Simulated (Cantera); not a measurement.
Input: 1 mol CuF₂, 46 mol H₂, 7.3 mol N₂, held at 1050 °C and 0.00645 Torr.

These are equilibrium values from Cantera (NASA tables, ideal gas, pure condensed phases), not measurements of a reactor. Candidate condensed phases: Cu, CuF₂; 25 gas species. The numbers say what is thermodynamically allowed, not how fast it happens.

Base state: H₂ 0.813, N₂ 0.132, HF 0.0362, Cu 0.0181, H 0.000488 (mole fractions); condensed: gas only.

Q: What changes in the equilibrium state with this change: temperature from 1050 °C to 727 °C?

A: 
```csv
species,before,after
H₂,0.813,0.829
N₂,0.132,0.134
HF,0.0362,0.0368
Cu,0.0181,1.81e-6
H,0.000488,7.04e-7
"Cu(s), mol",0,1.000
```
